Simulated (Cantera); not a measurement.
A perfectly stirred reactor is fed with NH₃ : N₂ = 2.4 : 23 (molar parts), at 1350 Torr; it is held at 2398 K, and followed from long to short residence time.

Cantera simulation using the gas-phase N/H chemistry of the illustrative SiF4/NH3 mechanism in the Surface Chemkin manual (1991); the numbers are that mechanism's predictions, not measurements. Walls and surfaces, which speed up NH3 decomposition in real reactors, are not modelled.

One state of this run: x NH₃ = 2.85e-5; x N = 2.36e-6; x N₂H₂ = 1.04e-10; x N₂ = 0.869; x NH₂ = 3.03e-6; x H₂ = 0.127; x H = 0.00418. x: mole fraction; the columns are a selection and need not sum to one.

Q: Which value of τ (s) does it belong to?
A. 0.0045
B. 4.6
C. 0.045
D. 0.45

A: B, 4.6
